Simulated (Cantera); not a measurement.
Charge: 1 mol MgO, 0.91 mol Cl₂, 2.9 mol O₂, at 1.00 Torr.

These are equilibrium values from Cantera (NASA tables, ideal gas, pure condensed phases), not measurements of a reactor. Candidate condensed phases: Mg, MgCl₂, MgO; 11 gas species. Equilibrium is a limit: real reactors are often held back by kinetics, nucleation or transport.

At 1475 °C, list the 4 most abundant gas species with their mole fractions, and the condensed phases.

O₂ 0.675, Cl 0.246, MgCl₂ 0.0760, O 0.00165. Condensed: MgO(s).
